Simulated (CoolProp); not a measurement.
Vapour-liquid equilibrium of acetone (1) + toluene (2) at 371.3 K; x and y are mole fractions of (1).

Model: multi-fluid Helmholtz-energy mixture model, Lemmon 2006 and Lemmon 2006; pair parameters Bell 2016, in CoolProp.

| x | bubble pressure (MPa) | y at the bubble point | dew pressure at overall composition x (MPa) | liquid density (mol/L) |
|---|---|---|---|---|
| 0.05 | 0.09329 | 0.276 | 0.07349 | … |
| 0.2 | … | 0.600 | 0.08559 | … |
| 0.35 | 0.1940 | 0.732 | 0.1023 | 9.519 |
| 0.5 | 0.2322 | 0.813 | … | 9.986 |
| 0.65 | 0.2682 | 0.876 | 0.1642 | 10.51 |
| 0.8 | 0.3043 | 0.931 | 0.2252 | … |
| 0.95 | 0.3419 | 0.983 | 0.3180 | 11.75 |

Problem. Some entries are withheld; supply them.

Solution. 
- 0.05, liquid density (mol/L): 8.714
- 0.2, bubble pressure (MPa): 0.1497
- 0.2, liquid density (mol/L): 9.097
- 0.5, dew pressure at overall composition x (MPa): 0.1266
- 0.8, liquid density (mol/L): 11.09

No azeotrope shows between x = 0.05 and 0.95.

The pair parameters rest on a limited set of measurements; away from them the model extrapolates.
